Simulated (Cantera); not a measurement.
Feed: 1 mol B2O3, 16 mol NH3, 9.2 mol N2.

Equilibrium computed with Cantera from the NASA thermochemical tables; the gas is ideal and each condensed phase is pure. Candidate condensed phases: B, BN, B2O3, B3O3H3, H2O; 39 gas species. Mutual solubility and eutectic melting of coexisting phases are not modelled. Rates play no part.

**Question.** What condenses at these points (T in K, P in Pa): (1425, 100000); (1475, 7200); (1475, 37); (1375, 7200); (1175, 100000); (1375, 10)?

**Answer.** 
```tsv
T (K)	P in Pa	condensed phases	B condensed (%)
1425	100000	BN + B2O3	98.4
1475	7200	BN + B2O3	92.6
1475	37	gas only	0.0
1375	7200	BN + B2O3	97.6
1175	100000	BN + B2O3	99.9
1375	10	B2O3	5.0
```
